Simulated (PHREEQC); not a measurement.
Dissolve 0.13 mol HF, 0.00086 mol NaF and 0.00025 mol H2SiF6 per kg of water at 25 °C. Closed to the air; pH follows from the charge balance.

Computed with PHREEQC (ion-association model, wateq4f.dat).

This is a speciation only: nothing precipitates in the calculation.

**Question.** Estimate the pH.

**Answer.** pH 2.07.

**Question.** In which forms is F present?

**Answer.** HF 63 %, H2F2 27 %, F- 5.5 %, HF2- 3.5 %, SiF6-2 1.1 % of the F.

wateq4f.dat counts part of the HF as a dimer, H2F2, which phreeqc.dat doesn't know; its constant is uncertain. SiF6-2 is the database's only silicon fluoride.
